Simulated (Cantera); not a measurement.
A closed system holds: 1 mol CH3F, 0.096 mol H2, at 2548.15 K and 13.3 mbar.

Cantera equilibrium calculation (NASA polynomials, part measured and part estimated; ideal gas, pure solids and liquids). Candidate condensed phases: C, C6H6, C7H8, C8H18; 95 gas species. Rates play no part.

Base state: HF 0.436, H2 0.390, H 0.167, C2H2 (acetylene) 0.00515, F 0.000443, C2H 0.000175, C3 7.77e-5, C4H2 2.81e-5 (mole fractions); condensed: C(graphite).

Task: What changes in the equilibrium state with this change: temperature from 2548.15 K to 2050 K?

Result: 
```
species             before    after
----------------  --------  -------
H2                   0.390    0.512
HF                   0.436    0.474
H                    0.167   0.0141
C3                 7.77e-5  6.91e-9
C                  2.39e-5  6.53e-9
C2H               0.000175  3.30e-7
CF                 1.67e-5  3.85e-8
C4H2               2.81e-5  2.33e-7
C(graphite), mol     0.975    0.998
```

Task: What changes in the equilibrium state with this change: temperature from 2548.15 K to 1523 K?

Result: 
```tsv
species	before	after
H2	0.390	0.523
HF	0.436	0.477
H	0.167	0.000145
C2H	0.000175	<1e-9
F	0.000443	4.27e-9
C3	7.77e-5	<1e-9
C4H2	2.81e-5	<1e-9
C	2.39e-5	<1e-9
C(graphite), mol	0.975	1.000
```
